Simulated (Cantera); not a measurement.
An isothermal, constant-pressure homogeneous reactor starts with CO : O₂ : H₂O : N₂ = 0.0017 : 0.0028 : 0.0012 : 1 (molar parts), at 1500 K and 1050 Torr. Integrator tolerance rtol = 1e-08.

Cantera simulation using GRI-Mech 3.0 (53 species, 325 reactions); the numbers are that mechanism's predictions, not measurements.

**Question.** What does this change do: 0.0013 parts H2 added?

**Answer.** 
```tsv
quantity	before	after
x(CO) at 9.00 s	1.60e-7 (gas-phase equilibrium 1.63e-7)	1.96e-7 (gas-phase equilibrium 2.00e-7)
x(O₂) at 9.00 s	0.00194 (gas-phase equilibrium 0.00187)	0.00129 (gas-phase equilibrium 0.00124)
x(H₂O) at 9.00 s	0.00119 (gas-phase equilibrium 0.00119)	0.00248 (gas-phase equilibrium 0.00248)
x(NO) at 9.00 s	1.25e-6 (gas-phase equilibrium 0.000131)	1.86e-6 (gas-phase equilibrium 0.000106)
x(H₂O₂) at 9.00 s	1.29e-11 (gas-phase equilibrium 1.27e-11)	2.20e-11 (gas-phase equilibrium 2.15e-11)
x(H) at 9.00 s	3.13e-9 (gas-phase equilibrium 3.15e-9)	5.00e-9 (gas-phase equilibrium 5.05e-9)
x(HO₂) at 9.00 s	6.87e-10 (gas-phase equilibrium 6.70e-10)	7.30e-10 (gas-phase equilibrium 7.08e-10)
```

**Question.** What does this change do: 0.057 parts H2 added?

**Answer.** 
```json
[
 {"quantity": "x(CO) at 9.00 s", "before": "1.60e-7 (gas-phase equilibrium 1.63e-7)", "after": "0.00153 (gas-phase equilibrium 0.00153)"},
 {"quantity": "x(O₂) at 9.00 s", "before": "0.00194 (gas-phase equilibrium 0.00187)", "after": "<1e-12 (gas-phase equilibrium <1e-12)"},
 {"quantity": "x(H₂O) at 9.00 s", "before": "0.00119 (gas-phase equilibrium 0.00119)", "after": "0.00634 (gas-phase equilibrium 0.00634)"},
 {"quantity": "x(NO) at 9.00 s", "before": "1.25e-6 (gas-phase equilibrium 0.000131)", "after": "2.43e-11 (gas-phase equilibrium 6.17e-10)"},
 {"quantity": "x(H₂O₂) at 9.00 s", "before": "1.29e-11 (gas-phase equilibrium 1.27e-11)", "after": "<1e-12 (gas-phase equilibrium <1e-12)"},
 {"quantity": "x(H) at 9.00 s", "before": "3.13e-9 (gas-phase equilibrium 3.15e-9)", "after": "3.30e-6 (gas-phase equilibrium 3.30e-6)"},
 {"quantity": "x(HO₂) at 9.00 s", "before": "6.87e-10 (gas-phase equilibrium 6.70e-10)", "after": "<1e-12 (gas-phase equilibrium <1e-12)"}
]
```

**Question.** What does this change do: temperature 1500 to 1298 K?

**Answer.** 
```csv
quantity,before,after
x(CO) at 9.00 s,1.60e-7 (gas-phase equilibrium 1.63e-7),5.18e-9 (gas-phase equilibrium 4.83e-9)
x(O₂) at 9.00 s,0.00194 (gas-phase equilibrium 0.00187),0.00194 (gas-phase equilibrium 0.00192)
x(H₂O) at 9.00 s,0.00119 (gas-phase equilibrium 0.00119),0.00119 (gas-phase equilibrium 0.00119)
x(NO) at 9.00 s,1.25e-6 (gas-phase equilibrium 0.000131),2.26e-7 (gas-phase equilibrium 4.22e-5)
x(H₂O₂) at 9.00 s,1.29e-11 (gas-phase equilibrium 1.27e-11),3.55e-12 (gas-phase equilibrium 3.34e-12)
x(H) at 9.00 s,3.13e-9 (gas-phase equilibrium 3.15e-9),4.34e-11 (gas-phase equilibrium 4.02e-11)
x(HO₂) at 9.00 s,6.87e-10 (gas-phase equilibrium 6.70e-10),1.38e-10 (gas-phase equilibrium 1.29e-10)
```
